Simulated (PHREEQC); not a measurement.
A PHREEQC speciation (ion-association model, wateq4f.dat) at 25 °C gives pH 1.96 and these molalities:

```json
[
 {"species": "H+", "mol/kgw": "0.0129"},
 {"species": "SO4-2", "mol/kgw": "0.0114"},
 {"species": "HSO4-", "mol/kgw": "0.00689"},
 {"species": "Fe+2", "mol/kgw": "0.00477"},
 {"species": "Mn+2", "mol/kgw": "0.00352"},
 {"species": "FeSO4", "mol/kgw": "0.00214"},
 {"species": "MnSO4", "mol/kgw": "0.00158"},
 {"species": "FeHSO4+", "mol/kgw": "0.000191"}
]
```

### Question
What are the element totals, and what could have been dissolved in 1 kg of water to give them?

### Answer
Several could match; the one computed here: totals Fe(2) 0.00710, Mn(2) 0.00510, S(6) 0.0222 mol/kgw, from 0.01 mol/kgw H2SO4, 0.0071 mol/kgw FeSO4 and 0.0051 mol/kgw MnSO4.

This is a speciation only: nothing precipitates in the calculation. Complexes and solids missing from the database can't appear.
